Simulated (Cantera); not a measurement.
Charge: 1 mol SiCl4, 0.64 mol Cl2, 3.7 mol H2, 0.6 mol HCl, at 2.60 bar.

These are equilibrium values from Cantera (NASA tables, ideal gas, pure condensed phases), not measurements of a reactor. Candidate condensed phases: Si; 19 gas species. The tables' values for SiCl3 are old estimates; treat these amounts as uncertain. Equilibrium is a limit: real reactors are often held back by kinetics, nucleation or transport.

x: gas mole fraction; nothing condenses.

```tsv
T (°C)	x H2	x HCl	x SiCl4	x SiHCl3	x SiCl3	x SiCl2
550	0.515	0.317	0.168	0.000329	3.10e-7	5.13e-11
600	0.515	0.317	0.168	0.000583	1.35e-6	6.35e-10
650	0.514	0.317	0.167	[?]	4.97e-6	[?]
700	0.514	0.318	0.167	0.00151	1.59e-5	4.37e-8
750	0.513	0.319	0.166	0.00226	4.55e-5	2.63e-7
800	0.512	0.320	0.165	[?]	0.000117	[?]
850	0.510	0.321	0.164	0.00446	0.000274	5.72e-6
900	0.509	0.323	0.162	0.00593	0.000595	2.16e-5
950	0.506	0.325	0.159	0.00765	0.00120	7.20e-5
1000	0.503	0.328	0.156	0.00956	0.00226	0.000215
1050	0.499	0.333	0.152	0.0116	0.00400	0.000578
1100	0.494	0.338	0.146	0.0135	0.00666	0.00141
```

Q: Some entries are withheld; supply them.

A: 
- 650, x SiHCl3: 0.000966
- 650, x SiCl2: 5.94e-9
- 800, x SiHCl3: 0.00323
- 800, x SiCl2: 1.32e-6
